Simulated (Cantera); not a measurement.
Premixed flame

A freely propagating, adiabatic, planar premixed flame of CO : H₂ : O₂ : N₂ = 1 : 0.42 : 1.08 : 3.77 (molar parts), equivalence ratio 0.66, unburnt at 650 K and 270000 Pa; mixture-averaged transport, grid criteria slope 0.08 and curve 0.16, no radiation.

Detailed kinetics in Cantera: GRI-Mech 3.0 (53 species, 325 reactions). The hydrogen kinetics of GRI-Mech 3.0 are dated; newer H2 mechanisms differ, most at raised pressure. Burning velocities carry a grid error of a few per cent, more on coarse grids.

```json
[
 {"z (mm)": "-0.640", "T (K)": "650", "u (m/s)": "1.76", "x CO": "0.160", "x H₂": "0.0669", "x O₂": "0.172", "x OH": "<1e-8", "x N₂O": "<1e-8", "x H₂O": "4.97e-8"},
 {"z (mm)": "-0.427", "T (K)": "650", "u (m/s)": "1.76", "x CO": "0.160", "x H₂": "0.0665", "x O₂": "0.172", "x OH": "<1e-8", "x N₂O": "<1e-8", "x H₂O": "1.09e-6"},
 {"z (mm)": "-0.320", "T (K)": "650", "u (m/s)": "1.76", "x CO": "0.160", "x H₂": "0.0656", "x O₂": "0.172", "x OH": "<1e-8", "x N₂O": "<1e-8", "x H₂O": "8.33e-6"},
 {"z (mm)": "-0.213", "T (K)": "651", "u (m/s)": "1.76", "x CO": "0.160", "x H₂": "0.0628", "x O₂": "0.173", "x OH": "<1e-8", "x N₂O": "<1e-8", "x H₂O": "9.30e-5"},
 {"z (mm)": "-0.107", "T (K)": "689", "u (m/s)": "1.84", "x CO": "0.161", "x H₂": "0.0504", "x O₂": "0.174", "x OH": "2.52e-6", "x N₂O": "<1e-8", "x H₂O": "0.00264"},
 {"z (mm)": "-0.0533", "T (K)": "903", "u (m/s)": "2.38", "x CO": "0.153", "x H₂": "0.0339", "x O₂": "0.166", "x OH": "0.000286", "x N₂O": "1.88e-8", "x H₂O": "0.0164"},
 {"z (mm)": "0", "T (K)": "1306", "u (m/s)": "3.39", "x CO": "0.126", "x H₂": "0.0138", "x O₂": "0.137", "x OH": "0.00197", "x N₂O": "1.73e-7", "x H₂O": "0.0442"},
 {"z (mm)": "0.0533", "T (K)": "1603", "u (m/s)": "4.09", "x CO": "0.0898", "x H₂": "0.00452", "x O₂": "0.109", "x OH": "0.00463", "x N₂O": "4.97e-7", "x H₂O": "0.0586"},
 {"z (mm)": "0.107", "T (K)": "1778", "u (m/s)": "4.47", "x CO": "0.0640", "x H₂": "0.00314", "x O₂": "0.0940", "x OH": "0.00647", "x N₂O": "6.88e-7", "x H₂O": "0.0604"},
 {"z (mm)": "0.213", "T (K)": "1964", "u (m/s)": "4.87", "x CO": "0.0402", "x H₂": "0.00280", "x O₂": "0.0826", "x OH": "0.00791", "x N₂O": "8.00e-7", "x H₂O": "0.0614"},
 {"z (mm)": "0.427", "T (K)": "2117", "u (m/s)": "5.19", "x CO": "0.0263", "x H₂": "0.00198", "x O₂": "0.0767", "x OH": "0.00767", "x N₂O": "9.25e-7", "x H₂O": "0.0647"},
 {"z (mm)": "0.854", "T (K)": "2225", "u (m/s)": "5.42", "x CO": "0.0166", "x H₂": "0.00118", "x O₂": "0.0730", "x OH": "0.00643", "x N₂O": "1.01e-6", "x H₂O": "0.0677"},
 {"z (mm)": "1.71", "T (K)": "2292", "u (m/s)": "5.55", "x CO": "0.00990", "x H₂": "0.000689", "x O₂": "0.0706", "x OH": "0.00513", "x N₂O": "9.06e-7", "x H₂O": "0.0695"}
]
```
x: mole fraction of selected species; z is measured from the peak of heat release.

The laminar burning velocity is 176 cm/s and the thermal thickness is 0.213 mm. The peak x(OH) comes out as 0.00802. The grid points is 111.
